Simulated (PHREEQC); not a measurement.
Make-up at 50 °C: 1 mmol/kgw H2SO4, 11 mmol/kgw K2SO4 and 11 mmol/kgw CuSO4. It is in equilibrium with CO2 at log p = -2 (atm). Otherwise closed; pH follows from the charge balance.

Computed with PHREEQC (ion-association model, phreeqc.dat).

No solid was allowed to form.

Task: What pH does the model give?

Result: pH 3.13.

Task: In which forms is Cu present?

Result: Cu+2 58 %, CuSO4 42 % of the Cu.

Complexes and solids missing from the database can't appear. Constants without temperature data keep their 25 °C values here.
